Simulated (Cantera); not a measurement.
Charge: 1 mol HgO, 8.2 mol H₂, 50 mol N₂, at 1548.15 K and 1.00 mbar.

These are equilibrium values from Cantera (NASA tables, ideal gas, pure condensed phases), not measurements of a reactor. Candidate condensed phases: H₂O, Hg, HgO; 25 gas species. The numbers say what is thermodynamically allowed, not how fast it happens.

Problem. What is the equilibrium state?

Solution. 
| Property | Value |
|---|---|
| x(N₂) | 0.844 |
| x(H₂) | 0.121 |
| x(Hg) | 0.0169 |
| x(H₂O) | 0.0169 |
| x(H) | 0.000340 |
| x(OH) | 1.58e-6 |
| gas amount | 59.21 mol |
| log10 activity of Hg(l) (absent) | -7.57 |
